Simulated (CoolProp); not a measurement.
Neopentane at 542.39 K and 5.34 MPa is throttled through a valve to 0.677 MPa with no heat exchange. Each further row changes one setting.

Model: reference Helmholtz-energy equation of state, Lemmon 2006, in CoolProp. It is a short technical equation, of lower accuracy than the large ones.

```json
[
 {"case": "as stated", "temperature change (K)": "-23.2", "final density (kg/m³)": "11.8"},
 {"case": "outlet pressure 0.203 MPa", "temperature change (K)": "-25.4", "final density (kg/m³)": "3.45"},
 {"case": "outlet pressure 0.88 MPa", "temperature change (K)": "-22.3", "final density (kg/m³)": "15.5"}
]
```
